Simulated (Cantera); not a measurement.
Standard-state values (1 bar) from the NASA 1993 polynomials, evaluated with Cantera. Values are per mole of reaction as written; species without (g) are pure solids or liquids, kept so even where they would boil at 1 bar.

B3O3F3(g) + 6 N(g) = 3 F(g) + 3 NO(g) + 3 BN

| T (K) | ΔH° (kJ) | ΔS° (J/K) | ΔG° (kJ) | log10 K |
|---|---|---|---|---|
| 875 | ? | ? | ? | ? |
| 975 | -726.3 | -135.9 | -593.8 | 31.81 |
| 1075 | -727.6 | -137.2 | -580.1 | 28.19 |
| 1175 | -728.8 | -138.3 | -566.4 | 25.18 |
| 1275 | ? | ? | ? | ? |
| 1375 | -730.7 | -139.8 | -538.5 | 20.46 |
| 1475 | -731.6 | -140.4 | -524.5 | 18.57 |
| 1575 | -732.3 | -140.8 | -510.5 | 16.93 |
| 1675 | -733.0 | -141.3 | -496.4 | 15.48 |

Q: Complete the blanks.

A: 
- 875, ΔH° (kJ): -724.7
- 875, ΔS° (J/K): -134.2
- 875, ΔG° (kJ): -607.3
- 875, log10 K: 36.25
- 1275, ΔH° (kJ): -729.8
- 1275, ΔS° (J/K): -139.1
- 1275, ΔG° (kJ): -552.5
- 1275, log10 K: 22.63
